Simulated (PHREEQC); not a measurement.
## Leach liquor: speciation

A solution holds 82 mmol/kgw HCl and 0.98 mmol/kgw CuSO4, at 25 °C. Closed to the air; pH follows from the charge balance.

Equilibrium calculation in PHREEQC: ion-association model, phreeqc.dat.

| Item | Result |
|---|---|
| pH | 1.17 |
| ionic strength | 0.0842 mol/kgw |
| specific conductance | 29400 µS/cm |
| density | 0.999 g/cm³ |
| total alkalinity | -82.0 meq/kg |

| species | molality | activity | log γ |
|---|---|---|---|
| Cl- | 0.0819 | 0.0638 | -0.109 |
| H+ | 0.0813 | 0.0676 | -0.080 |
| Cu+2 | 0.000889 | 0.000374 | -0.377 |
| HSO4- | 0.000746 | 0.000590 | -0.102 |
| SO4-2 | 0.000228 | 8.97e-5 | -0.404 |
| CuCl+ | 8.21e-5 | 6.41e-5 | -0.107 |
| CuSO4 | 6.71e-6 | 6.84e-6 | 0.008 |
| CuCl2 | 2.16e-6 | 2.20e-6 | 0.008 |

Precipitation was switched off in this run.
